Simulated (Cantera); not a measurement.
**Premixed flame**

A freely propagating, adiabatic, planar premixed flame of CH4 : C2H6 : O2 : N2 : H2O = 1 : 1.5 : 5.58 : 21 : 0.88 (molar parts), unburnt at 348 K and 2.57 atm; mixture-averaged transport, grid criteria slope 0.08 and curve 0.16, no radiation.

Cantera simulation using GRI-Mech 3.0 (53 species, 325 reactions); the numbers are that mechanism's predictions, not measurements. Burning velocities carry a grid error of a few per cent, more on coarse grids.

| z (mm) | T (K) | u (m/s) | x CH4 | x C2H6 | x O2 | x C2H2 | x CO | x OH |
|---|---|---|---|---|---|---|---|---|
| -0.748 | 348 | 0.261 | 0.0333 | 0.0500 | 0.186 | 2.73e-8 | 3.99e-6 | <1e-8 |
| -0.499 | 351 | 0.265 | 0.0331 | 0.0498 | 0.185 | 9.01e-7 | 8.68e-5 | <1e-8 |
| -0.374 | 368 | 0.279 | 0.0327 | 0.0494 | 0.183 | 7.48e-6 | 0.000548 | <1e-8 |
| -0.249 | 489 | 0.375 | 0.0305 | 0.0470 | 0.172 | 8.73e-5 | 0.00440 | <1e-8 |
| -0.125 | 997 | 0.791 | 0.0221 | 0.0301 | 0.122 | 0.000721 | 0.0259 | 3.45e-6 |
| -0.0623 | 1414 | 1.14 | 0.0147 | 0.0110 | 0.0765 | 0.00157 | 0.0482 | 7.00e-5 |
| 0 | 1782 | 1.46 | 0.00566 | 0.000531 | 0.0317 | 0.00245 | 0.0691 | 0.000622 |
| 0.0623 | 1951 | 1.60 | 0.000956 | 3.94e-6 | 0.00923 | 0.00106 | 0.0729 | 0.00158 |
| 0.125 | 2001 | 1.64 | 0.000138 | 7.42e-8 | 0.00255 | 0.000252 | 0.0693 | 0.00194 |
| 0.249 | 2029 | 1.65 | 5.74e-6 | <1e-8 | 0.000403 | 1.89e-5 | 0.0648 | 0.00177 |
| 0.499 | 2048 | 1.67 | 1.25e-7 | <1e-8 | 0.000128 | 5.70e-7 | 0.0633 | 0.00130 |
| 0.997 | 2063 | 1.68 | <1e-8 | <1e-8 | 4.79e-5 | 1.03e-8 | 0.0635 | 0.000817 |
| 1.99 | 2072 | 1.68 | <1e-8 | <1e-8 | 1.51e-5 | <1e-8 | 0.0637 | 0.000462 |
x: mole fraction of selected species; z is measured from the peak of heat release.

```json
{
  "laminar_burning_velocity": "26.1 cm/s",
  "thermal_thickness": "0.249 mm",
  "peak x(C2H2)": "0.00246",
  "peak x(CO)": "0.0732",
  "peak x(OH)": "0.00195",
  "grid_points": "145"
}
```
